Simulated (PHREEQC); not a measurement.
Consider water at 73 °C with 2.2 mmol/kgw ZnCl2 and 47 mmol/kgw H2SO4. Closed to the air; pH follows from the charge balance.

Computed with PHREEQC (ion-association model, phreeqc.dat).

No solid was allowed to form.

Question: Order these S species by the share of S that they hold, largest first: SO4-2, HSO4-, ZnSO4.

Answer: HSO4- (87 %), SO4-2 (12 %), ZnSO4 (1.0 %)

Question: Order these Zn species by the share of Zn that they hold, largest first: Zn+2, ZnCl+, Zn(SO4)2-2, ZnSO4.

Answer: Zn+2 (76 %), ZnSO4 (21 %), ZnCl+ (2.2 %), Zn(SO4)2-2 (0.74 %)

The pH is 1.35 and the ionic strength 0.0638 mol/kgw. Away from 25 °C the constants follow the database's enthalpies or fits; those with neither stay at their 25 °C values.
